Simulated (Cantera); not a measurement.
# Thermodynamics of halide evaporation, hydrolysis and transport, feed MgF2 + O2 + N2

A closed system holds: 1 mol MgF2, 2.5 mol O2, 340 mol N2, at 0.133 bar.

Method: chemical equilibrium by Gibbs-energy minimisation in Cantera with the NASA 1993 tables (ideal gas, pure condensed phases). Candidate condensed phases: Mg, MgF2, MgO; 24 gas species. The numbers say what is thermodynamically allowed, not how fast it happens.

From 1098 K to 1498 K the condensed part is MgF2(s). At 1598 K the condensed part is MgF2(l). From 1698 K to 1798 K the condensed part is MgO(s).

```json
[
 {"T (K)": "1098", "x N2": "0.993", "x O2": "0.00729", "x MgF2": "6.61e-9", "x NO": "1.75e-5", "x O": "5.55e-10", "x F": "5.73e-12", "n MgF2(s)": "1.000", "n MgF2(l)": "0", "n MgO(s)": "0"},
 {"T (K)": "1198", "x N2": "0.993", "x O2": "0.00728", "x MgF2": "2.12e-7", "x NO": "4.02e-5", "x O": "5.61e-9", "x F": "1.29e-10", "n MgF2(s)": "1.000", "n MgF2(l)": "0", "n MgO(s)": "0"},
 {"T (K)": "1298", "x N2": "0.993", "x O2": "0.00726", "x MgF2": "3.93e-6", "x NO": "8.15e-5", "x O": "3.98e-8", "x F": "1.79e-9", "n MgF2(s)": "0.999", "n MgF2(l)": "0", "n MgO(s)": "0"},
 {"T (K)": "1398", "x N2": "0.993", "x O2": "0.00722", "x MgF2": "4.70e-5", "x NO": "0.000149", "x O": "2.14e-7", "x F": "1.70e-8", "n MgF2(s)": "0.984", "n MgF2(l)": "0", "n MgO(s)": "0"},
 {"T (K)": "1498", "x N2": "0.992", "x O2": "0.00717", "x MgF2": "0.000398", "x NO": "0.000251", "x O": "9.15e-7", "x F": "1.19e-7", "n MgF2(s)": "0.863", "n MgF2(l)": "0", "n MgO(s)": "0"},
 {"T (K)": "1598", "x N2": "0.990", "x O2": "0.00708", "x MgF2": "0.00213", "x NO": "0.000395", "x O": "3.26e-6", "x F": "5.98e-7", "n MgF2(s)": "0", "n MgF2(l)": "0.268", "n MgO(s)": "0"},
 {"T (K)": "1698", "x N2": "0.990", "x O2": "0.00698", "x MgF2": "0.00291", "x NO": "0.000588", "x O": "1.00e-5", "x F": "1.39e-6", "n MgF2(s)": "0", "n MgF2(l)": "0", "n MgO(s)": "0.000204"},
 {"T (K)": "1798", "x N2": "0.989", "x O2": "0.00685", "x MgF2": "0.00291", "x NO": "0.000835", "x O": "2.71e-5", "x F": "2.56e-6", "n MgF2(s)": "0", "n MgF2(l)": "0", "n MgO(s)": "0.000257"}
]
```
x: gas mole fraction; n: condensed amount in mol.
